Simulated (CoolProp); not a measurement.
The numbers come from the reference Helmholtz-energy equation of state, Gao 2016 in CoolProp.

Problem. For sulfur dioxide, give the phase and the cp (kJ/(kg K)), cv (kJ/(kg K)), speed of sound (m/s) at 152.85 °C and 45.7 kPa; -7.75 °C and 5680 kPa.

Solution. 
- 152.85 °C and 45.7 kPa: gas; cp 0.694, cv 0.563, speed of sound 261
- -7.75 °C and 5680 kPa: liquid; cp 1.35, cv 0.821, speed of sound 1040
